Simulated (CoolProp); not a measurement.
Carbon dioxide along the isotherm 310.6 K: Z from the reference equation and from simpler models built on Tc = 304.1 K, pc = 7377 kPa, ω = 0.224; each cubic takes its own stable root.

Model: reference Helmholtz-energy equation of state, Span 1996, in CoolProp.

```json
[
 {"p (kPa)": "231", "phase": "gas", "reference": "0.9899"},
 {"p (kPa)": "461", "phase": "gas", "reference": "0.9798"},
 {"p (kPa)": "692", "phase": "gas", "reference": "0.9694"},
 {"p (kPa)": "922", "phase": "gas", "reference": "0.9590"},
 {"p (kPa)": "1150", "phase": "gas", "reference": "0.9484"},
 {"p (kPa)": "1380", "phase": "gas", "reference": "0.9377"},
 {"p (kPa)": "1610", "phase": "gas", "reference": "0.9267"},
 {"p (kPa)": "1840", "phase": "gas", "reference": "0.9156"},
 {"p (kPa)": "2070", "phase": "gas", "reference": "0.9043"},
 {"p (kPa)": "2310", "phase": "gas", "reference": "0.8923"},
 {"p (kPa)": "2540", "phase": "gas", "reference": "0.8806"},
 {"p (kPa)": "2770", "phase": "gas", "reference": "0.8687"},
 {"p (kPa)": "3000", "phase": "gas", "reference": "0.8565"},
 {"p (kPa)": "3230", "phase": "gas", "reference": "0.8441"},
 {"p (kPa)": "3460", "phase": "gas", "reference": "0.8314"},
 {"p (kPa)": "3690", "phase": "gas", "reference": "0.8184"}
]
```

Question: How far does each simpler model (Pitzer virial, van der Waals, Soave-Redlich-Kwong) lie from the reference over these 16 states: mean and median of the absolute difference, and the worst?

Answer: 
- Pitzer virial: mean 0.8 %, median 0.5 %, worst +2.5 % at 310.6 K and 3690 kPa
- van der Waals: mean 1.1 %, median 1.1 %, worst +2.3 % at 310.6 K and 3690 kPa
- Soave-Redlich-Kwong: mean 0.1 %, median 0.1 %, worst +0.3 % at 310.6 K and 3690 kPa
